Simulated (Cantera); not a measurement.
Charge: 1 mol CuO, 4.2 mol C, 0.87 mol CO, 1.4 mol CH₄, equilibrated at 2.10 bar.

Method: chemical equilibrium by Gibbs-energy minimisation in Cantera with the NASA 1993 tables (ideal gas, pure condensed phases). Candidate condensed phases: C, C₆H₆, C₇H₈, C₈H₁₈, Cu, CuO, Cu(OH)₂, Cu₂O, H₂O; 113 gas species. Kinetics and transport are ignored.

**Question.** At 1525 K, list the 5 most abundant gas species with their mole fractions, and the condensed phases.

**Answer.** H₂ 0.597, CO 0.400, CH₄ 0.00171, H₂O 0.000722, CO₂ 0.000180. Condensed: C(graphite) + Cu(l).
